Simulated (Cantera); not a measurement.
An adiabatic, constant-volume homogeneous reactor starts with CH₄ : CO : O₂ : N₂ : H₂O = 1 : 0.18 : 4.1 : 15.4 : 3.4 (molar parts), equivalence ratio 0.51, at 1373 K and 4.93 atm. Integrator tolerance rtol = 1e-08.

Cantera simulation using GRI-Mech 3.0 (53 species, 325 reactions); the numbers are that mechanism's predictions, not measurements.

What does this change do: pressure from 4.93 atm to 0.415 atm?


| quantity | before | after |
|---|---|---|
| time of steepest temperature rise | 1.14 ms | 8.49 ms |
| temperature at 0.300 s | 2395 K | 2341 K |
| equilibrium temperature | 2395 K | 2341 K |
| x(CH₄) at 0.300 s | <1e-12 (gas-phase equilibrium <1e-12) | <1e-12 (gas-phase equilibrium <1e-12) |
| x(CO) at 0.300 s | 0.00120 (gas-phase equilibrium 0.00120) | 0.00292 (gas-phase equilibrium 0.00292) |
| x(O₂) at 0.300 s | 0.0773 (gas-phase equilibrium 0.0773) | 0.0777 (gas-phase equilibrium 0.0777) |
| x(C₂H₄) at 0.300 s | <1e-12 (gas-phase equilibrium <1e-12) | <1e-12 (gas-phase equilibrium <1e-12) |
| x(NO) at 0.300 s | 0.0104 (gas-phase equilibrium 0.0104) | 0.00927 (gas-phase equilibrium 0.00933) |
| x(OH) at 0.300 s | 0.00691 (gas-phase equilibrium 0.00691) | 0.0106 (gas-phase equilibrium 0.0106) |
